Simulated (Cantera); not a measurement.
## Low-pressure radical oxidation in H2/O2

An isothermal, constant-pressure homogeneous reactor starts with H₂ : O₂ : N₂ = 0.011 : 1 : 3.5 (molar parts), equivalence ratio 0.0055, at 1300 K and 0.0132 atm.

Model: the H2/O2 subset of GRI-Mech 3.0, which has no nitrogen chemistry, integrated in Cantera. Radical loss at walls, strong at low pressure, is not modelled.

```json
[
 {"t (s)": "7.00e-6", "x H₂": "0.00244", "x O₂": "0.222", "x O": "<1e-12", "x H₂O₂": "<1e-12", "x HO₂": "1.99e-11", "x H₂O": "<1e-12", "x OH": "<1e-12"},
 {"t (s)": "2.02e-5", "x H₂": "0.00244", "x O₂": "0.222", "x O": "4.45e-12", "x H₂O₂": "<1e-12", "x HO₂": "5.75e-11", "x H₂O": "<1e-12", "x OH": "4.44e-12"},
 {"t (s)": "5.85e-5", "x H₂": "0.00244", "x O₂": "0.222", "x O": "3.37e-11", "x H₂O₂": "<1e-12", "x HO₂": "1.66e-10", "x H₂O": "<1e-12", "x OH": "3.35e-11"},
 {"t (s)": "0.000169", "x H₂": "0.00244", "x O₂": "0.222", "x O": "2.19e-10", "x H₂O₂": "<1e-12", "x HO₂": "4.81e-10", "x H₂O": "1.16e-11", "x OH": "2.15e-10"},
 {"t (s)": "0.000489", "x H₂": "0.00244", "x O₂": "0.222", "x O": "1.12e-9", "x H₂O₂": "<1e-12", "x HO₂": "1.39e-9", "x H₂O": "1.82e-10", "x OH": "1.06e-9"},
 {"t (s)": "0.00142", "x H₂": "0.00244", "x O₂": "0.222", "x O": "5.44e-9", "x H₂O₂": "1.11e-12", "x HO₂": "4.02e-9", "x H₂O": "2.36e-9", "x OH": "4.68e-9"},
 {"t (s)": "0.00409", "x H₂": "0.00244", "x O₂": "0.222", "x O": "4.77e-8", "x H₂O₂": "7.42e-12", "x HO₂": "1.16e-8", "x H₂O": "4.16e-8", "x OH": "3.75e-8"},
 {"t (s)": "0.0118", "x H₂": "0.00243", "x O₂": "0.222", "x O": "5.54e-6", "x H₂O₂": "4.28e-11", "x HO₂": "4.24e-8", "x H₂O": "6.11e-6", "x OH": "4.25e-6"},
 {"t (s)": "0.0342", "x H₂": "3.54e-5", "x O₂": "0.219", "x O": "0.00203", "x H₂O₂": "4.52e-9", "x HO₂": "1.81e-7", "x H₂O": "0.00219", "x OH": "0.000316"},
 {"t (s)": "0.0989", "x H₂": "1.02e-5", "x O₂": "0.219", "x O": "0.00199", "x H₂O₂": "2.99e-9", "x HO₂": "1.50e-7", "x H₂O": "0.00226", "x OH": "0.000247"},
 {"t (s)": "0.286", "x H₂": "8.78e-6", "x O₂": "0.220", "x O": "0.00170", "x H₂O₂": "2.85e-9", "x HO₂": "1.39e-7", "x H₂O": "0.00228", "x OH": "0.000229"},
 {"t (s)": "0.827", "x H₂": "5.92e-6", "x O₂": "0.220", "x O": "0.00113", "x H₂O₂": "2.48e-9", "x HO₂": "1.14e-7", "x H₂O": "0.00232", "x OH": "0.000188"},
 {"t (s)": "2.39", "x H₂": "2.54e-6", "x O₂": "0.220", "x O": "0.000474", "x H₂O₂": "1.66e-9", "x HO₂": "7.19e-8", "x H₂O": "0.00237", "x OH": "0.000123"},
 {"t (s)": "6.92", "x H₂": "6.39e-7", "x O₂": "0.221", "x O": "0.000118", "x H₂O₂": "6.84e-10", "x HO₂": "3.05e-8", "x H₂O": "0.00241", "x OH": "6.21e-5"},
 {"t (s)": "20.0", "x H₂": "1.19e-7", "x O₂": "0.221", "x O": "2.19e-5", "x H₂O₂": "1.74e-10", "x HO₂": "9.12e-9", "x H₂O": "0.00243", "x OH": "2.69e-5"}
]
```
x: mole fraction; the columns are a selection and need not sum to one.

Equilibrium at this temperature and pressure: H₂ 3.93e-9, O₂ 0.221, O 7.25e-7, H₂O₂ 7.26e-12, HO₂ 2.06e-9, H₂O 0.00244, OH 4.90e-6 (gas phase only).
